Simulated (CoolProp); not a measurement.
Saturation properties of normal hydrogen.

Values from CoolProp's reference Helmholtz-energy equation of state, Leachman 2009.

```
T (K)     p (MPa)  vapour density (kg/m³)  liquid cp (kJ/(kg K))  liquid conductivity (mW/(m K))
-----  ----------  ----------------------  ---------------------  ------------------------------
23.3       0.2196                   2.709                  11.73                             103
24         0.2581                   3.156                  12.32                             103
24.8       0.3076              (withheld)                  13.09                             102
25.6       0.3635                   4.400                  13.98                             102
26.3       0.4180                   5.060                  14.90                      (withheld)
27.1       0.4869              (withheld)                  16.16                             100
27.8       0.5535                   6.781                  17.53                            99.1
28.6       0.6371                   7.918                  19.54                            97.7
29.3       0.7172                   9.080                  21.92                            96.3
30.1       0.8174                   10.66                  25.89                            94.4
30.8   (withheld)                   12.35                  31.49                            92.6
31.6        1.032                   14.86             (withheld)                            90.4
32.4        1.162                   18.62                  85.59                            90.2
```

Question: Some entries are withheld; supply them.

Answer: 
- 24.8, vapour density (kg/m³): 3.736
- 26.3, liquid conductivity (mW/(m K)): 101
- 27.1, vapour density (kg/m³): 5.920
- 30.8, p (MPa): 0.9129
- 31.6, liquid cp (kJ/(kg K)): 44.12

It boils at 20.4 K under 1 atm.

Thermal conductivity comes from a separate model (Assael 2011).
